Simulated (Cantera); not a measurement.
Equilibrium for fluorocarbon and chlorocarbon gases: CHF₃ + CH₄

Charge: 1 mol CHF₃, 0.58 mol CH₄, held at 0.150 Torr.

Method: chemical equilibrium by Gibbs-energy minimisation in Cantera with the NASA 1993 tables (ideal gas, pure condensed phases). Candidate condensed phases: C, C₆H₆, C₇H₈, C₈H₁₈; 95 gas species. Equilibrium is a limit: real reactors are often held back by kinetics, nucleation or transport.

```csv
T (K),x HF,x H,x F,x C₃,x H₂,x C,x CF,x C₂,n C(graphite)
1350,0.949,3.79e-5,5.87e-9,<1e-12,0.0506,<1e-12,<1e-12,<1e-12,1.58
1500,0.949,0.000280,1.44e-7,<1e-12,0.0505,<1e-12,2.38e-11,<1e-12,1.58
1650,0.949,0.00143,2.00e-6,3.82e-12,0.0499,1.62e-11,1.12e-9,<1e-12,1.58
1800,0.947,0.00553,1.83e-5,5.73e-10,0.0477,1.26e-9,2.82e-8,4.72e-11,1.58
1950,0.941,0.0166,0.000124,3.91e-8,0.0419,5.04e-8,4.48e-7,3.29e-9,1.58
2100,0.930,0.0386,0.000708,1.44e-6,0.0307,1.18e-6,5.25e-6,1.24e-7,1.58
2250,0.911,0.0679,0.00375,3.25e-5,0.0167,1.82e-5,5.18e-5,2.86e-6,1.58
2400,0.875,0.0983,0.0179,0.000490,0.00763,0.000199,0.000425,4.43e-5,1.57
2550,0.778,0.145,0.0619,0.00533,0.00434,0.00163,0.00235,0.000495,1.50
2700,0.568,0.220,0.141,0.0440,0.00299,0.0106,0.00813,0.00421,0.902
2850,0.324,0.303,0.235,0.0751,0.00195,0.0360,0.0125,0.0116,0
```
x: gas mole fraction; n: condensed amount in mol.

From 1350 K to 2700 K the condensed part is C(graphite). At 2850 K nothing is condensed. The main C-bearing gas is C₂H₂ (acetylene) at 1350 K and C₃ at 2850 K.
